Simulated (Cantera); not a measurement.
A freely propagating, adiabatic, planar premixed flame of H₂ : O₂ : N₂ = 1 : 0.833 : 3.13 (molar parts), unburnt at 600 K and 1.01 bar; unity-Lewis-number transport, grid criteria slope 0.08 and curve 0.16, no radiation.

Computed with Cantera and the H2/O2 subset of GRI-Mech 3.0, which has no nitrogen chemistry. Unity Lewis numbers drop preferential diffusion, which matters most where H2 and H carry the flame. Burning velocities carry a grid error of a few per cent, more on coarse grids. Lean hydrogen flames are cellular in practice and burn faster than this planar one.

Predict: laminar burning velocity; thermal thickness; peak x(H₂O₂); peak x(H); peak x(HO₂); peak x(OH).


* **laminar burning velocity**: 345 cm/s
* **thermal thickness**: 0.303 mm
* **peak x(H₂O₂)**: 9.70e-6
* **peak x(H)**: 0.0297
* **peak x(HO₂)**: 0.000235
* **peak x(OH)**: 0.0127
